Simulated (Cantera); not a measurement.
A diamond (100) surface in a fixed gas of H2 with x(CH4) = 0.029, x(CH3) = 6.3e-05, at 1050 K, 0.0620 bar; coverages are run to steady state.

Detailed kinetics in Cantera: the Harris–Goodwin 1993 mechanism for the reconstructed diamond (100) surface.

One state of this run: growth (µm/h) = 2.35; θ c6HH = 0.550; θ c6H* = 0.0228; θ c6*H = 0.408; θ c6** = 0.0134; θ c6HM = 0.00428. θ: site fractions in the mechanism's names (c6HH fully hydrogenated, c6H* and c6*H radical sites, c6** diradical, c6HM methylated).

Which value of x(H) does it belong to?
A. 0.0001
B. 0.00052
C. 0.006
D. 0.00023

C, 0.006
